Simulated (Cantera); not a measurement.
**Moist CO burnout**

An isothermal, constant-pressure homogeneous reactor starts with 1.77 % CO, 7.09 % O2, 2.57 % H2O, 88.6 % N2, equivalence ratio 0.12, at 950 K and 0.490 bar.

Cantera simulation using GRI-Mech 3.0 (53 species, 325 reactions); the numbers are that mechanism's predictions, not measurements.

| t (s) | x CO | x O2 | x H2O | x H | x CO2 | x NO | x OH |
|---|---|---|---|---|---|---|---|
| 4.00e-6 | 0.0177 | 0.0709 | 0.0257 | <1e-12 | <1e-12 | <1e-12 | <1e-12 |
| 1.20e-5 | 0.0177 | 0.0709 | 0.0257 | <1e-12 | 2.37e-12 | <1e-12 | <1e-12 |
| 3.62e-5 | 0.0177 | 0.0709 | 0.0257 | <1e-12 | 7.15e-12 | <1e-12 | <1e-12 |
| 0.000109 | 0.0177 | 0.0709 | 0.0257 | <1e-12 | 2.19e-11 | <1e-12 | <1e-12 |
| 0.000328 | 0.0177 | 0.0709 | 0.0257 | 1.21e-12 | 7.16e-11 | <1e-12 | 1.97e-12 |
| 0.000988 | 0.0177 | 0.0709 | 0.0257 | 5.19e-12 | 2.82e-10 | <1e-12 | 7.66e-12 |
| 0.00297 | 0.0177 | 0.0709 | 0.0257 | 1.95e-11 | 1.57e-9 | <1e-12 | 2.81e-11 |
| 0.00894 | 0.0177 | 0.0709 | 0.0257 | 1.02e-10 | 1.51e-8 | <1e-12 | 1.46e-10 |
| 0.0269 | 0.0177 | 0.0709 | 0.0257 | 3.14e-9 | 6.67e-7 | <1e-12 | 4.51e-9 |
| 0.0810 | 0.0174 | 0.0707 | 0.0257 | 2.51e-7 | 0.000279 | 2.23e-12 | 4.00e-7 |
| 0.244 | 0.0156 | 0.0699 | 0.0257 | 3.04e-7 | 0.00209 | 2.48e-11 | 5.27e-7 |
| 0.734 | 0.0109 | 0.0677 | 0.0257 | 2.27e-7 | 0.00687 | 1.09e-10 | 5.36e-7 |
| 2.21 | 0.00420 | 0.0645 | 0.0258 | 7.66e-8 | 0.0136 | 2.62e-10 | 4.35e-7 |
| 6.65 | 0.000576 | 0.0628 | 0.0259 | 6.64e-9 | 0.0173 | 2.62e-10 | 2.57e-7 |
| 20.0 | 5.24e-5 | 0.0626 | 0.0259 | 1.78e-10 | 0.0178 | 1.19e-10 | 7.40e-8 |
x: mole fraction; the columns are a selection and need not sum to one.

Equilibrium at this temperature and pressure: CO 1.05e-12, O2 0.0626, H2O 0.0259, H <1e-12, CO2 0.0179, NO 1.03e-5, OH 1.85e-8 (gas phase only).
